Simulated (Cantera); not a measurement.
Thermodynamics of silicon carbide growth, feed SiH4 + C3H8 + H2

Input: 1 mol SiH4, 0.026 mol C3H8, 9.2 mol H2, held at 1100 K and 0.00133 bar.

Cantera equilibrium calculation (NASA polynomials, part measured and part estimated; ideal gas, pure solids and liquids). Candidate condensed phases: C, C6H6, C7H8, C8H18, Si, SiC; 87 gas species. Mutual solubility and eutectic melting of coexisting phases are not modelled. Kinetics and transport are ignored.

- x(H2): 1.000
- n(Si(s)): 0.922 mol
- n(SiC(s)): 0.0780 mol
- gas amount: 11.30 mol
- log10 activity of C(graphite) (absent): -3.06
